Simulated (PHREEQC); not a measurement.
Solution (4.7 °C): 0.074 mol MnSO4, 0.00085 mol H3AsO4, 0.0028 mol HCl and 0.029 mol Na2SO4 per kg of water. Closed to the air; pH follows from the charge balance.

All values are PHREEQC results (ion-association model, wateq4f.dat), not measurements.

Each row changes one thing in this solution. This is a speciation only: nothing precipitates in the calculation.

```tsv
case	pH	ionic strength (mol/kgw)	SO4-2 (mol/kgw)	Na+ (mol/kgw)	Mn+2 (mol/kgw)	MnSO4 (mol/kgw)	SI of Mirabilite (Na2SO4:10H2O)	SI of Halite (NaCl)
as made	2.92	0.258	0.0676	0.0536	0.0449	0.0290	-2.42	-5.67
diluted 100-fold with water	4.48	0.00367	0.000978	0.000578	0.000692	4.82e-5	-7.52	-9.38
HCl replaced by CuCl2 at the same molality	3.55	0.261	0.0679	0.0536	0.0449	0.0289	-2.42	-5.37
diluted 10-fold with water	3.61	0.0317	0.00845	0.00569	0.00575	0.00165	-4.85	-7.48
0.0023 mol/kgw NaCl added	2.92	0.260	0.0676	0.0558	0.0449	0.0288	-2.39	-5.39
0.088 mol/kgw CuCl2 added	2.84	0.437	0.0529	0.0551	0.0487	0.0166	-2.63	-3.89
HCl from 0.0028 to 0.00252 mol/kgw	2.96	0.257	0.0677	0.0536	0.0448	0.0290	-2.42	-5.71
0.012 mol/kgw NH3 added	10.17	0.261	0.0688	0.0536	0.0440	0.0286	-2.42	-5.67
0.0027 mol/kgw Ca(OH)2 added	10.00	0.261	0.0686	0.0536	0.0443	0.0287	-2.42	-5.67
```

Constants without temperature data keep their 25 °C values here. The database has no arsenate complexes of Cu, Mn.
